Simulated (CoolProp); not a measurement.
Vapour-liquid equilibrium of CH2F2 (R32) (1) + propylene (2) at 235 K; x and y are mole fractions of (1).

Model: multi-fluid Helmholtz-energy mixture model, Tillner-Roth 1997 and Lemmon 2013; pair parameters Bell 2016, in CoolProp.

```json
[
 {"x": "0.05", "bubble pressure, mixture model (MPa)": "0.1827", "bubble pressure, Raoult's law (MPa)": "0.1549", "y, mixture model": "0.194", "y, Raoult's law": "0.062"},
 {"x": "0.125", "bubble pressure, mixture model (MPa)": "0.2145", "bubble pressure, Raoult's law (MPa)": "0.1578", "y, mixture model": "0.350", "y, Raoult's law": "0.153"},
 {"x": "0.2", "bubble pressure, mixture model (MPa)": "0.2351", "bubble pressure, Raoult's law (MPa)": "0.1608", "y, mixture model": "0.437", "y, Raoult's law": "0.240"},
 {"x": "0.275", "bubble pressure, mixture model (MPa)": "0.2480", "bubble pressure, Raoult's law (MPa)": "0.1638", "y, mixture model": "0.490", "y, Raoult's law": "0.324"},
 {"x": "0.35", "bubble pressure, mixture model (MPa)": "0.2557", "bubble pressure, Raoult's law (MPa)": "0.1668", "y, mixture model": "?", "y, Raoult's law": "0.404"},
 {"x": "0.425", "bubble pressure, mixture model (MPa)": "0.2601", "bubble pressure, Raoult's law (MPa)": "0.1698", "y, mixture model": "0.552", "y, Raoult's law": "0.482"},
 {"x": "0.5", "bubble pressure, mixture model (MPa)": "0.2624", "bubble pressure, Raoult's law (MPa)": "0.1728", "y, mixture model": "0.572", "y, Raoult's law": "0.558"},
 {"x": "0.575", "bubble pressure, mixture model (MPa)": "0.2632", "bubble pressure, Raoult's law (MPa)": "0.1758", "y, mixture model": "0.589", "y, Raoult's law": "0.631"},
 {"x": "0.65", "bubble pressure, mixture model (MPa)": "0.2629", "bubble pressure, Raoult's law (MPa)": "0.1788", "y, mixture model": "0.607", "y, Raoult's law": "0.701"},
 {"x": "0.725", "bubble pressure, mixture model (MPa)": "0.2610", "bubble pressure, Raoult's law (MPa)": "0.1818", "y, mixture model": "?", "y, Raoult's law": "0.769"},
 {"x": "0.8", "bubble pressure, mixture model (MPa)": "0.2561", "bubble pressure, Raoult's law (MPa)": "0.1848", "y, mixture model": "0.663", "y, Raoult's law": "0.835"},
 {"x": "0.875", "bubble pressure, mixture model (MPa)": "0.2451", "bubble pressure, Raoult's law (MPa)": "0.1878", "y, mixture model": "0.722", "y, Raoult's law": "0.898"},
 {"x": "0.95", "bubble pressure, mixture model (MPa)": "?", "bubble pressure, Raoult's law (MPa)": "0.1908", "y, mixture model": "0.839", "y, Raoult's law": "0.960"}
]
```

**Question.** Complete the blanks.

**Answer.** 
- 0.35, y, mixture model: 0.526
- 0.725, y, mixture model: 0.630
- 0.95, bubble pressure, mixture model (MPa): 0.2215

The largest gap from Raoult's law is +53.3 % in bubble pressure, at x = 0.35. y crosses x between x = 0.575 and 0.65: the model has an azeotrope there.

Pair parameters are fitted to limited data, so mixtures are less certain than the pure fluids. With so large a gap from Raoult's law the liquid may split in two, which this calculation doesn't test in full.
